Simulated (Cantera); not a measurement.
Equilibrium for carbothermic reduction: SiO2 + C + N2

A closed system holds: 1 mol SiO2, 2.7 mol C, 1.3 mol N2, held at 54.0 mbar.

Cantera equilibrium calculation (NASA polynomials, part measured and part estimated; ideal gas, pure solids and liquids). Candidate condensed phases: C, Si, SiC, SiO2, Si2N2O, Si3N4; 34 gas species. Mutual solubility and eutectic melting of coexisting phases are not modelled. The tables' values for SiN are old estimates; treat these amounts as uncertain. Kinetics and transport are ignored.

| T (K) | log p CO | log p N2 | log p Si | log p SiO | log p SiC2 | log p Si2C | n SiC(s) | n Si2N2O(s) | n C(graphite) |
|---|---|---|---|---|---|---|---|---|---|
| 1723 | -1.49 | -1.68 | -7.57 | -3.42 | -10.04 | -9.73 | 0.807 | 0.0852 | 0 |
| 1823 | -1.52 | -1.67 | -6.36 | -2.61 | -9.27 | -8.28 | 0.850 | 0 | 0 |
| 1923 | -1.52 | -1.67 | -5.65 | -2.61 | -8.22 | -7.36 | 0.850 | 0 | 0 |
| 2023 | -1.52 | -1.67 | -5.01 | -2.61 | -7.26 | -6.53 | 0.850 | 0 | 0 |
| 2123 | -1.52 | -1.67 | -4.43 | -2.61 | -6.40 | -5.79 | 0.849 | 0 | 0 |
| 2223 | -1.52 | -1.67 | -3.91 | -2.62 | -5.62 | -5.11 | 0.845 | 0 | 0 |
| 2323 | -1.52 | -1.68 | -3.45 | -2.65 | -4.90 | -4.51 | 0.834 | 0 | 0 |
| 2423 | -1.52 | -1.68 | -3.04 | -2.72 | -4.21 | -3.98 | 0.805 | 0 | 0 |
| 2523 | -1.53 | -1.69 | -2.71 | -2.87 | -3.54 | -3.53 | 0.729 | 0 | 0 |
| 2623 | -1.55 | -1.72 | -2.44 | -3.10 | -2.88 | -3.16 | 0.506 | 0 | 0.0178 |
log p: log10 of the partial pressure in bar; n: condensed amount in mol.

At 1723 K the condensed part is SiC(s) + Si2N2O(s). From 1823 K to 2523 K the condensed part is SiC(s). At 2623 K the condensed part is C(graphite) + SiC(s). The main Si-bearing gas is SiO at 1723 K and Si at 2623 K. The share of Si in condensed phases is highest at 1723 K (97.8 %) and lowest at 2623 K (50.6 %).
